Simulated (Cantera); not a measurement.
A closed system holds: 1 mol Si3N4, 0.43 mol N2O, 7.7 mol H2, 0.034 mol CO2, held at 900 K and 13.3 mbar.

These are equilibrium values from Cantera (NASA tables, ideal gas, pure condensed phases), not measurements of a reactor. Candidate condensed phases: C, C6H6, C7H8, C8H18, H2O, Si, SiC, SiO2, Si2N2O, Si3N4; 151 gas species. The numbers say what is thermodynamically allowed, not how fast it happens.

Question: What is the equilibrium state?

Answer: 
- x(H2) = 0.924
- x(N2) = 0.0721
- x(CH4) = 0.00355
- x(NH3) = 3.85e-6
- n(C(graphite)) = 0.00461 mol
- n(Si2N2O(s)) = 0.498 mol
- n(Si3N4(s)) = 0.668 mol
- gas amount = 8.267 mol
- log10 activity of Si(s) (absent) = -6.62
